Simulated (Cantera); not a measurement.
A perfectly stirred reactor is fed with CH₃OH : O₂ : N₂ : H₂O = 1 : 1.52 : 5.7 : 0.25 (molar parts), at 101000 Pa; it is adiabatic with a 775 K inlet, and is followed from long to short residence time, starting on the burning branch (τ in s: 0.41, 0.14, 0.045, 0.015, 0.0048, 0.0016, 0.00052, 0.00017, 5.6e-05, 1.9e-05).

Detailed kinetics in Cantera: GRI-Mech 3.0 (53 species, 325 reactions). GRI-Mech 3.0 was tuned for natural gas; its chemistry of methanol as a main component is partial and can be far from experiment.

x: mole fraction; the columns are a selection and need not sum to one.

```tsv
τ (s)	T (K)	x CH₃OH	x O₂	x H₂O	x HCO	x C₂H₂
0.41	2394	1.05e-7	0.0113	0.234	1.17e-8	<1e-12
0.14	2392	3.02e-7	0.0116	0.234	2.64e-8	1.73e-12
0.045	2384	8.87e-7	0.0124	0.233	7.34e-8	7.99e-12
0.015	2362	2.37e-6	0.0140	0.231	2.12e-7	2.95e-11
0.0048	2310	5.97e-6	0.0168	0.227	6.58e-7	8.50e-11
0.0016	2230	1.37e-5	0.0204	0.221	1.95e-6	2.89e-10
0.00052	2135	3.33e-5	0.0245	0.213	5.81e-6	1.68e-9
0.00017	2042	___	___	0.207	___	___
5.6e-5	1948	___	___	0.203	___	___
1.9e-5	775	0.118	0.179	0.0295	<1e-12	<1e-12
```

Task: Complete the blanks.

Result: 
- 0.00017, x CH₃OH: 9.00e-5
- 0.00017, x O₂: 0.0291
- 0.00017, x HCO: 1.72e-5
- 0.00017, x C₂H₂: 1.32e-8
- 5.6e-5, x CH₃OH: 0.000306
- 5.6e-5, x O₂: 0.0367
- 5.6e-5, x HCO: 5.36e-5
- 5.6e-5, x C₂H₂: 1.30e-7
